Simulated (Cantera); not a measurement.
A perfectly stirred reactor is fed with H2 : O2 = 0.011 : 1 (molar parts), equivalence ratio 0.0055, at 0.0267 bar; it is held at 1025 K, and followed from long to short residence time.

Model: GRI-Mech 3.0 (53 species, 325 reactions), integrated in Cantera. Radical loss at walls, strong at low pressure, is not modelled.

Question: Predict: x(H2) at τ = 23.0 s; x(O2) at τ = 23.0 s; x(HO2) at τ = 23.0 s; x(H2O) at τ = 23.0 s; x(H) at τ = 23.0 s; x(H2) at τ = 0.240 s; x(O2) at τ = 0.240 s; x(HO2) at τ = 0.240 s; x(H2O) at τ = 0.240 s; x(H) at τ = 0.240 s.

Answer: x(H2) at τ = 23.0 s: 2.16e-5
x(O2) at τ = 23.0 s: 0.989
x(HO2) at τ = 23.0 s: 3.56e-7
x(H2O) at τ = 23.0 s: 0.0109
x(H) at τ = 23.0 s: 5.46e-7
x(H2) at τ = 0.240 s: 0.000273
x(O2) at τ = 0.240 s: 0.988
x(HO2) at τ = 0.240 s: 2.26e-6
x(H2O) at τ = 0.240 s: 0.0105
x(H) at τ = 0.240 s: 4.62e-5
